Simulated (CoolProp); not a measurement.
A single-stage vapour-compression cycle with R125: evaporating at 194.15 K (dew point), condensing at 247.15 K (bubble point), superheat 2 K, subcooling 0 K, compressor efficiency 0.7, no pressure losses. Each further row changes one setting.

The numbers come from the reference Helmholtz-energy equation of state, Lemmon 2005 in CoolProp.

```json
[
 {"case": "as stated", "cooling COP": "2.00", "pressure ratio": "16.1", "discharge temperature (K)": "288.4", "refrigerating effect (kJ/kg)": "122", "volumetric capacity (kJ/m³)": "151"},
 {"case": "evaporating temperature 199.15 K", "cooling COP": "2.33", "pressure ratio": "11.5", "discharge temperature (K)": "282.8", "refrigerating effect (kJ/kg)": "125", "volumetric capacity (kJ/m³)": "212"},
 {"case": "condensing temperature 242.15 K", "cooling COP": "2.28", "pressure ratio": "13.2", "discharge temperature (K)": "281.4", "refrigerating effect (kJ/kg)": "128", "volumetric capacity (kJ/m³)": "158"},
 {"case": "subcooling 5 K", "cooling COP": "2.09", "pressure ratio": "16.1", "discharge temperature (K)": "288.4", "refrigerating effect (kJ/kg)": "128", "volumetric capacity (kJ/m³)": "158"},
 {"case": "superheat 12 K", "cooling COP": "2.00", "pressure ratio": "16.1", "discharge temperature (K)": "300.0", "refrigerating effect (kJ/kg)": "129", "volumetric capacity (kJ/m³)": "151"},
 {"case": "compressor efficiency 0.6", "cooling COP": "1.71", "pressure ratio": "16.1", "discharge temperature (K)": "301.0", "refrigerating effect (kJ/kg)": "122", "volumetric capacity (kJ/m³)": "151"}
]
```
